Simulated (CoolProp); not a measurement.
Vapour-liquid equilibrium of CH2F2 (R32) (1) + fluoroethane (R161) (2) at 4.02 bar; x and y are mole fractions of (1).

The numbers come from the multi-fluid Helmholtz-energy mixture model, Tillner-Roth 1997 and Wu 2012; pair parameters Bell 2016 in CoolProp.

```
x     bubble temperature (K)  y at the bubble point  dew temperature at overall composition x (K)  liquid density (mol/L)
----  ----------------------  ---------------------  --------------------------------------------  ----------------------
0.05                   269.0                  0.096                                         269.8                   16.12
0.2                    264.9                  0.323                                         267.2                   16.83
0.35                   261.8                  0.494                                         264.5                   17.57
0.5                    259.3                  0.634                                         261.7                   18.37
0.65                   257.1                  0.756                                         259.0                   19.22
0.8                    255.2                  0.866                                         256.4                   20.16
0.95                   253.5                  0.968                                         253.8                   21.19
```

No azeotrope shows between x = 0.05 and 0.95.

The pair parameters rest on a limited set of measurements; away from them the model extrapolates.
